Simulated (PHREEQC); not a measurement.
Synthetic water in mg/L, 25 °C, pH 2.46, pe 9.1:

```
constituent               mg/L
-----------------------  -----
Na                         206
K                         10.7
Ca                         129
Mg                        67.7
Cl                         226
S(6) as SO4               1060
Al                       0.163
O(0) (dissolved oxygen)   3.84
Zn                       0.192
Mn(2)                     2.47
Fe(3)                    0.216
```

Valence states are taken as typed.

Computed with PHREEQC (ion-association model, phreeqc.dat).

No solid was allowed to form.

Problem. Predict the ionic strength, charge-balance error.

Solution. ionic strength 0.0343 mol/kgw; charge-balance error -3.4 %.

Problem. In which forms is Ca present?

Solution. Ca+2 73 %, CaSO4 26 %, CaHSO4+ 0.7 % of the Ca.

The solution is supersaturated, for example in Hematite (slow to form), Goethite (slow to form), so a real one may precipitate; this is no full list. Complexes and solids missing from the database can't appear.
